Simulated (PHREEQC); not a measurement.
Solution (25 °C): 0.013 mol ZnCl2, 0.011 mol NaOH and 0.0023 mol H2SO4 per kg of water. Closed to the air; pH follows from the charge balance.

All values are PHREEQC results (ion-association model, wateq4f.dat), not measurements.

- pH: 8.33
- ionic strength: 0.0377 mol/kgw
- total alkalinity: 6.40 meq/kg

```json
[
 {"species": "Cl-", "molality": "0.0251", "activity": "0.0209", "log γ": "-0.080"},
 {"species": "Na+", "molality": "0.0110", "activity": "0.00920", "log γ": "-0.076"},
 {"species": "Zn+2", "molality": "0.00792", "activity": "0.00409", "log γ": "-0.286"},
 {"species": "Zn(OH)2", "molality": "0.00232", "activity": "0.00234", "log γ": "0.004"},
 {"species": "SO4-2", "molality": "0.00152", "activity": "0.000758", "log γ": "-0.302"},
 {"species": "ZnOH+", "molality": "0.00114", "activity": "0.000958", "log γ": "-0.077"},
 {"species": "ZnSO4", "molality": "0.000722", "activity": "0.000728", "log γ": "0.004"},
 {"species": "ZnOHCl", "molality": "0.000598", "activity": "0.000604", "log γ": "0.004"}
]
```

Precipitation was switched off in this run. Examples of supersaturated solids here: Zn5(OH)8Cl2, Zn(OH)2-e. Others may be too. Species that the database lacks are ignored.
